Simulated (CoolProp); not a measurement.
Properties of methane along the isobar 3.84 MPa (Tc = -82.6 °C, pc = 4.599 MPa, ω = 0.011).

The numbers come from the reference Helmholtz-energy equation of state, Setzmann 1991 in CoolProp.

| T (°C) | phase | Z | cp (kJ/(kg K)) | conductivity (mW/(m K)) |
|---|---|---|---|---|
| -126.15 | liquid | [?] | 3.815 | [?] |
| -101.15 | liquid | 0.1377 | [?] | 102 |
| -76.15 | gas | [?] | 4.209 | 30.6 |
| -51.15 | gas | 0.8044 | 2.954 | 29.6 |
| -26.15 | gas | 0.8691 | 2.640 | 31.4 |
| -1.15 | gas | 0.9085 | 2.521 | 33.9 |
| 23.85 | gas | 0.9347 | [?] | 36.9 |
| 48.85 | gas | 0.9530 | 2.487 | 40.1 |
| 73.85 | gas | 0.9662 | [?] | 43.6 |
| 98.75 | gas | 0.9760 | [?] | 47.4 |
| 123.75 | gas | 0.9835 | 2.632 | 51.4 |
| 148.75 | gas | 0.9893 | 2.704 | 55.6 |
| 173.75 | gas | 0.9938 | [?] | 60.0 |

Question: What belongs in the gaps?

Answer: 
- -126.15, Z: 0.1363
- -126.15, conductivity (mW/(m K)): 139
- -101.15, cp (kJ/(kg K)): 4.887
- -76.15, Z: 0.6750
- 23.85, cp (kJ/(kg K)): 2.482
- 73.85, cp (kJ/(kg K)): 2.519
- 98.75, cp (kJ/(kg K)): 2.569
- 173.75, cp (kJ/(kg K)): 2.782

Thermal conductivity comes from a separate model (Friend 1989).
